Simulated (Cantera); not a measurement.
Mixture: CH₄ : O₂ : N₂ = 1 : 1.11 : 4.44 (molar parts), equivalence ratio 1.8, at 1280 Torr, adiabatic and at constant volume. Ignition delay is the time to a rise of 400 K.

Model: GRI-Mech 3.0 (53 species, 325 reactions), integrated in Cantera.

Q: What does this change do: pressure from 1280 Torr to 3750 Torr?

A: 
```json
[
 {"quantity": "delay at 1150 K", "before": "80.6 ms", "after": "26.7 ms"},
 {"quantity": "delay at 1250 K", "before": "19.8 ms", "after": "7.20 ms"},
 {"quantity": "delay at 1350 K", "before": "5.53 ms", "after": "2.18 ms"},
 {"quantity": "delay at 1450 K", "before": "1.71 ms", "after": "0.720 ms"},
 {"quantity": "apparent activation energy between 1400 and 1500 K", "before": "200 kJ/mol", "after": "190 kJ/mol"}
]
```

Q: What does this change do: CH4 1 to 0.6 parts?

A: 
| quantity | before | after |
|---|---|---|
| delay at 1150 K | 80.6 ms | 61.8 ms |
| delay at 1250 K | 19.8 ms | 15.3 ms |
| delay at 1350 K | 5.53 ms | 4.29 ms |
| delay at 1450 K | 1.71 ms | 1.36 ms |
| apparent activation energy between 1400 and 1500 K | 200 kJ/mol | 190 kJ/mol |
